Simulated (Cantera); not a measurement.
Input (Python, Cantera):

```python
import numpy as np
import cantera as ct

gas = ct.Solution("gri30.yaml")


def delay(T, t_max=10):
    gas.TPX = T, 1000000, {'CH4': 1, 'H2': 0.14, 'O2': 2.23, 'N2': 14.2}
    reactor = ct.IdealGasConstPressureReactor(gas, clone=False)
    net = ct.ReactorNet([reactor])
    net.rtol, net.atol = 1e-8, 1e-16
    while net.time < t_max:
        t_old, T_old = net.time, reactor.T
        net.step()
        if reactor.T > T + 400:  # ignition: a rise of 400 K
            return t_old + (T + 400 - T_old) / (reactor.T - T_old) * (net.time - t_old)
    return np.nan


taus = []
for T in [1175, 1275, 1375, 1475, 1575, 1675, 1775, 1875]:
    taus.append(delay(T))
    print(f"T0 = {T:6g} K   tau = {taus[-1]:.4e} s")
```

Result:

```
T0 =   1175 K   tau = 2.3616e-03 s
T0 =   1275 K   tau = 1.0191e-03 s
T0 =   1375 K   tau = 4.5228e-04 s
T0 =   1475 K   tau = 2.0065e-04 s
T0 =   1575 K   tau = 9.0619e-05 s
T0 =   1675 K   tau = 4.2731e-05 s
T0 =   1775 K   tau = 2.1459e-05 s
T0 =   1875 K   tau = 1.1577e-05 s
```

Detailed kinetics in Cantera: GRI-Mech 3.0 (53 species, 325 reactions).
